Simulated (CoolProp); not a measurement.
R152A along the isobar 5290 kPa: density (kg/m³) from the reference equation and from simpler models built on Tc = 386.4 K, pc = 4517 kPa, ω = 0.275; each cubic takes its own stable root.

Model: reference Helmholtz-energy equation of state, Outcalt 1996, in CoolProp. It is a modified Benedict-Webb-Rubin equation, recast in Helmholtz form.

```json
[
 {"T (K)": "169.9", "phase": "liquid", "reference": "1169", "van der Waals": "636.2", "Soave-Redlich-Kwong": "955.8", "Peng-Robinson": "1072"},
 {"T (K)": "176.8", "phase": "liquid", "reference": "1157", "van der Waals": "631.0", "Soave-Redlich-Kwong": "948.5", "Peng-Robinson": "1065"},
 {"T (K)": "183.7", "phase": "liquid", "reference": "1144", "van der Waals": "625.8", "Soave-Redlich-Kwong": "940.8", "Peng-Robinson": "1057"},
 {"T (K)": "190.6", "phase": "liquid", "reference": "1132", "van der Waals": "620.5", "Soave-Redlich-Kwong": "932.9", "Peng-Robinson": "1048"},
 {"T (K)": "197.5", "phase": "liquid", "reference": "1119", "van der Waals": "615.1", "Soave-Redlich-Kwong": "924.7", "Peng-Robinson": "1039"},
 {"T (K)": "204.5", "phase": "liquid", "reference": "1106", "van der Waals": "609.5", "Soave-Redlich-Kwong": "916.1", "Peng-Robinson": "1030"},
 {"T (K)": "211.4", "phase": "liquid", "reference": "1093", "van der Waals": "603.9", "Soave-Redlich-Kwong": "907.3", "Peng-Robinson": "1021"},
 {"T (K)": "218.3", "phase": "liquid", "reference": "1080", "van der Waals": "598.1", "Soave-Redlich-Kwong": "898.2", "Peng-Robinson": "1011"},
 {"T (K)": "225.2", "phase": "liquid", "reference": "1067", "van der Waals": "592.2", "Soave-Redlich-Kwong": "888.7", "Peng-Robinson": "1001"},
 {"T (K)": "232.1", "phase": "liquid", "reference": "1054", "van der Waals": "586.2", "Soave-Redlich-Kwong": "878.9", "Peng-Robinson": "990.3"},
 {"T (K)": "239", "phase": "liquid", "reference": "1041", "van der Waals": "580.1", "Soave-Redlich-Kwong": "868.7", "Peng-Robinson": "979.2"},
 {"T (K)": "246", "phase": "liquid", "reference": "1027", "van der Waals": "573.7", "Soave-Redlich-Kwong": "857.9", "Peng-Robinson": "967.5"},
 {"T (K)": "252.9", "phase": "liquid", "reference": "1013", "van der Waals": "567.3", "Soave-Redlich-Kwong": "846.9", "Peng-Robinson": "955.5"},
 {"T (K)": "259.8", "phase": "liquid", "reference": "999.2", "van der Waals": "560.7", "Soave-Redlich-Kwong": "835.4", "Peng-Robinson": "942.9"},
 {"T (K)": "266.7", "phase": "liquid", "reference": "984.9", "van der Waals": "553.9", "Soave-Redlich-Kwong": "823.4", "Peng-Robinson": "929.7"},
 {"T (K)": "273.6", "phase": "liquid", "reference": "970.4", "van der Waals": "546.8", "Soave-Redlich-Kwong": "810.9", "Peng-Robinson": "915.9"}
]
```
